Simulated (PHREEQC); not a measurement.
Solution (64 °C): 0.011 mol/kgw HF and 0.0037 mol/kgw NaF. Closed to the air; pH follows from the charge balance.

Model: ion-association model, phreeqc.dat, run in PHREEQC.

Each row changes one thing in this solution. No solid was allowed to form.

```csv
case,pH,ionic strength (mol/kgw),HF (mol/kgw),F- (mol/kgw),HF2- (mol/kgw)
as made,3.11,0.00453,0.00997,0.00434,0.000190
diluted 10-fold with water,3.47,0.000719,0.000748,0.000717,2.36e-6
NaF from 0.0037 to 0.00037 mol/kgw,2.80,0.00203,0.00926,0.00195,7.94e-5
HF left out,6.99,0.00369,1.12e-6,0.00369,1.82e-8
HF replaced by Cu(BF4)2 at the same molality,3.22,0.0361,0.00800,0.00513,0.000180
NaF left out,2.76,0.00181,0.00912,0.00174,6.99e-5
HF from 0.011 to 0.11 mol/kgw,2.27,0.00959,0.101,0.00664,0.00295
0.00011 mol/kgw H3PO4 added,3.10,0.00455,0.0100,0.00427,0.000189
```

Species that the database lacks are ignored. Constants without temperature data keep their 25 °C values here. Real BF4- forms and hydrolyses slowly; the run takes it at equilibrium.
